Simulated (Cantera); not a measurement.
Input: 1 mol c-C₄F₈, 0.67 mol CH₄, 4.6 mol H₂, held at 0.133 bar.

Equilibrium computed with Cantera from the NASA thermochemical tables; the gas is ideal and each condensed phase is pure. Candidate condensed phases: C, C₆H₆, C₇H₈, C₈H₁₈; 95 gas species. The feed counts by its element totals alone. Equilibrium is a limit: real reactors are often held back by kinetics, nucleation or transport. All values below are at 2973 K.

Base state: HF 0.741, H 0.132, H₂ 0.111, C₂H₂ (acetylene) 0.00636, F 0.00522, C₃ 0.00175, C₂H 0.00126, CF 0.000571 (mole fractions); condensed: C(graphite).

What changes in the equilibrium state with this change: pressure from 0.133 bar to 0.000880 bar?


```tsv
species	before	after
H	0.132	0.374
HF	0.741	0.357
F	0.00522	0.135
C	0.000293	0.0291
C₂	0.000177	0.0115
C₃	0.00175	0.0748
H₂	0.111	0.00585
C₄H₂	0.000153	1.49e-6
C₂H₂ (acetylene)	0.00636	0.000145
C(graphite), mol	4.43	0
```
